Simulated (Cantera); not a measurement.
Input (Python, Cantera):

```python
import numpy as np
import cantera as ct

gas = ct.Solution("gri30.yaml")
gas.TP = 300, 41000
flame = ct.CounterflowDiffusionFlame(gas, width=0.02)
flame.fuel_inlet.X, flame.fuel_inlet.T = {'CH4': 1, 'C2H6': 0.27, 'N2': 1.1}, 323
flame.oxidizer_inlet.X, flame.oxidizer_inlet.T = {'O2': 0.26, 'N2': 0.74}, 448
flame.set_refine_criteria(ratio=3, slope=0.12, curve=0.24, prune=0.03)
show = ['OH', 'H', 'NO', 'CO', 'C2H2']

rows = []
print(f"{'mdot':>8s}{'a_max':>10s}{'a_mean':>10s}{'Tmax/K':>9s}" + "".join(f"{s:>11s}" for s in show) + "   (peak mole fractions)")
for i, mdot in enumerate([0.1, 0.17, 0.3, 0.51, 0.87, 1.5, 2.5]):  # kg/m2/s on the oxidiser side
    flame.oxidizer_inlet.mdot, flame.fuel_inlet.mdot = mdot, 0.9 * mdot
    flame.solve(loglevel=0, auto=(i == 0))
    if flame.T.max() < max(323, 448) + 100:
        print(f"{mdot:8.3g}  no burning solution found from the previous one")
        break
    dT = np.abs(np.gradient(flame.T, flame.grid))
    rows.append([flame.strain_rate("max"), flame.strain_rate("mean"), flame.T.max(),
                 *(flame.X[gas.species_index(s)].max() for s in show), max(dT[0], dT[-1]) / dT.max()])
    print(f"{mdot:8.3g}{rows[-1][0]:10.1f}{rows[-1][1]:10.1f}{rows[-1][2]:9.1f}" + "".join(f"{x:11.3e}" for x in rows[-1][3:-1]))
```

Output:

```
    mdot     a_max    a_mean   Tmax/K         OH          H         NO         CO       C2H2   (peak mole fractions)
     0.1     169.8      28.3   2077.9  1.035e-02  6.977e-03  2.740e-04  6.838e-02  1.825e-02
    0.17     266.0      48.2   2049.4  9.975e-03  7.368e-03  2.326e-04  6.716e-02  1.701e-02
     0.3     436.6      85.0   2020.8  9.561e-03  7.721e-03  1.844e-04  6.629e-02  1.546e-02
    0.51     698.8     144.6   1987.0  8.934e-03  7.833e-03  1.333e-04  6.584e-02  1.349e-02
    0.87    1128.4     246.6   1943.9  8.037e-03  7.576e-03  8.141e-05  6.622e-02  1.074e-02
     1.5    1833.1     425.2   1862.3  6.253e-03  6.240e-03  2.984e-05  6.694e-02  6.416e-03
     2.5  no burning solution found from the previous one
```

Model: GRI-Mech 3.0 (53 species, 325 reactions), integrated in Cantera. GRI-Mech 3.0 has no aromatics or soot, which form on the fuel side of real flames. The maximum strain rate includes the flame's own expansion and is several times the mean. A flux with no burning solution from the previous one only brackets extinction.
